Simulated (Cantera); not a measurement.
**Equilibrium for fluorocarbon and chlorocarbon gases: CH2F2 + CH4 + H2**

Charge: 1 mol CH2F2, 1 mol CH4, 6.1 mol H2, equilibrated at 90.0 Torr.

Cantera equilibrium calculation (NASA polynomials, part measured and part estimated; ideal gas, pure solids and liquids). Candidate condensed phases: C, C6H6, C7H8, C8H18; 95 gas species. Kinetics and transport are ignored.

| T (°C) | x H2 | x H | x HF | x C2H2 (acetylene) | x C2H | n C(graphite) |
|---|---|---|---|---|---|---|
| 2152 | 0.756 | 0.0449 | 0.194 | 0.00590 | 2.14e-5 | 1.88 |
| 2202 | 0.744 | 0.0560 | 0.192 | 0.00724 | 3.71e-5 | 1.85 |
| 2252 | 0.731 | 0.0692 | 0.191 | 0.00877 | 6.29e-5 | 1.81 |
| 2302 | 0.715 | 0.0846 | 0.190 | 0.0105 | 0.000104 | 1.77 |
| 2352 | 0.697 | 0.102 | 0.188 | 0.0124 | 0.000169 | 1.73 |
| 2402 | 0.676 | 0.123 | 0.186 | 0.0146 | 0.000268 | 1.67 |
| 2452 | 0.653 | 0.146 | 0.183 | 0.0168 | 0.000417 | 1.61 |
| 2502 | 0.627 | 0.171 | 0.181 | 0.0192 | 0.000635 | 1.54 |
| 2552 | 0.599 | 0.199 | 0.178 | 0.0217 | 0.000951 | 1.46 |
| 2602 | 0.568 | 0.230 | 0.175 | 0.0242 | 0.00140 | 1.37 |
| 2652 | 0.535 | 0.263 | 0.171 | 0.0266 | 0.00201 | 1.26 |
| 2702 | 0.499 | 0.298 | 0.167 | 0.0289 | 0.00286 | 1.12 |
x: gas mole fraction; n: condensed amount in mol.

From 2152 °C to 2702 °C the condensed part is C(graphite). The main C-bearing gas is C2H2 (acetylene) throughout. The share of C in condensed phases is highest at 2152 °C (93.8 %) and lowest at 2702 °C (56.1 %).
